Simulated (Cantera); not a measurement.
Charge: 1 mol SiH₄, 0.7 mol N₂, 49 mol H₂, at 750 °C and 0.100 bar.

Cantera equilibrium calculation (NASA polynomials, part measured and part estimated; ideal gas, pure solids and liquids). Candidate condensed phases: Si, Si₃N₄; 18 gas species. N₂ is the only nitrogen source here; it is nearly inert below about 1500 K, so the nitride shown seldom forms there in practice. Kinetics and transport are ignored.

Base state: H₂ 0.999, N₂ 0.000653 (mole fractions); condensed: Si₃N₄(s).

**Question.** What changes in the equilibrium state with this change: temperature from 750 °C to 1275 °C?

**Answer.** 
```
species          before    after
-------------  --------  -------
H₂                0.999    0.999
N₂             0.000653  0.00119
H               1.31e-8  9.75e-5
Si₃N₄(s), mol     0.333    0.320
Si(s), mol            0   0.0407
```
Mutual solubility and eutectic melting of coexisting phases are not modelled.
